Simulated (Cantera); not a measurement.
Input: 1 mol SiCl4, a varied amount of O3, 0.38 mol H2, held at 1302 °C and 1000 Pa.

Equilibrium computed with Cantera from the NASA thermochemical tables; the gas is ideal and each condensed phase is pure. Candidate condensed phases: H2O, Si, SiO2; 30 gas species. The tables' values for SiCl3 are old estimates; treat these amounts as uncertain. The tables hold silica as quartz up to 1696 K and as liquid above; real silica turns to tridymite and cristobalite and melts near 1996 K. Rates play no part.

x: gas mole fraction; n: condensed amount in mol.

```json
[
 {"n(O3) (mol)": "0.56", "x O2": "1.68e-6", "x Cl": "0.451", "x HCl": "0.265", "x Cl2": "0.228", "x SiCl4": "0.0557", "x ClO": "1.31e-6", "n SiO2(β-quartz)": "0.840"},
 {"n(O3) (mol)": "0.71", "x O2": "0.0200", "x Cl": "0.483", "x HCl": "0.236", "x Cl2": "0.261", "x SiCl4": "6.14e-6", "x ClO": "0.000153", "n SiO2(β-quartz)": "1.000"},
 {"n(O3) (mol)": "0.89", "x O2": "0.0950", "x Cl": "0.456", "x HCl": "0.216", "x Cl2": "0.233", "x SiCl4": "1.03e-6", "x ClO": "0.000315", "n SiO2(β-quartz)": "1.000"},
 {"n(O3) (mol)": "1.1", "x O2": "0.168", "x Cl": "0.429", "x HCl": "0.197", "x Cl2": "0.206", "x SiCl4": "4.54e-7", "x ClO": "0.000395", "n SiO2(β-quartz)": "1.000"},
 {"n(O3) (mol)": "1.4", "x O2": "?", "x Cl": "?", "x HCl": "?", "x Cl2": "?", "x SiCl4": "?", "x ClO": "0.000447", "n SiO2(β-quartz)": "1.000"},
 {"n(O3) (mol)": "1.8", "x O2": "?", "x Cl": "0.360", "x HCl": "?", "x Cl2": "?", "x SiCl4": "?", "x ClO": "0.000472", "n SiO2(β-quartz)": "1.000"},
 {"n(O3) (mol)": "2.2", "x O2": "0.410", "x Cl": "0.332", "x HCl": "0.135", "x Cl2": "0.123", "x SiCl4": "6.67e-8", "x ClO": "0.000476", "n SiO2(β-quartz)": "1.00"},
 {"n(O3) (mol)": "2.8", "x O2": "0.488", "x Cl": "0.297", "x HCl": "0.115", "x Cl2": "0.0987", "x SiCl4": "3.60e-8", "x ClO": "0.000466", "n SiO2(β-quartz)": "1.00"},
 {"n(O3) (mol)": "3.5", "x O2": "0.556", "x Cl": "0.266", "x HCl": "0.0989", "x Cl2": "0.0790", "x SiCl4": "2.03e-8", "x ClO": "0.000444", "n SiO2(β-quartz)": "1.00"}
]
```

Problem. Some entries are withheld; supply them.

Solution. 
- 1.4, x O2: 0.253
- 1.4, x Cl: 0.396
- 1.4, x HCl: 0.175
- 1.4, x Cl2: 0.175
- 1.4, x SiCl4: 2.19e-7
- 1.8, x O2: 0.341
- 1.8, x HCl: 0.152
- 1.8, x Cl2: 0.145
- 1.8, x SiCl4: 1.12e-7
